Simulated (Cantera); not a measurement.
Charge: 1 mol FeCl2, 0.26 mol HCl, 15 mol N2, equilibrated at 1575 K and 3.90 Pa.

Method: chemical equilibrium by Gibbs-energy minimisation in Cantera with the NASA 1993 tables (ideal gas, pure condensed phases). Candidate condensed phases: Fe, FeCl2, FeCl3, NH4Cl; 18 gas species. The numbers say what is thermodynamically allowed, not how fast it happens.

Base state: N2 0.919, FeCl2 0.0595, HCl 0.0151, Cl 0.00437, Fe 0.00179, H2 0.000335, H 0.000122, FeCl 1.07e-5 (mole fractions); condensed: gas only.

What changes in the equilibrium state with this change: temperature from 1575 K to 1625 K?


| species | before | after |
|---|---|---|
| N2 | 0.919 | 0.916 |
| FeCl2 | 0.0595 | 0.0575 |
| HCl | 0.0151 | 0.0151 |
| Cl | 0.00437 | 0.00788 |
| Fe | 0.00179 | 0.00354 |
| FeCl | 1.07e-5 | 1.92e-5 |
| H | 0.000122 | 0.000193 |
| H2 | 0.000335 | 0.000291 |
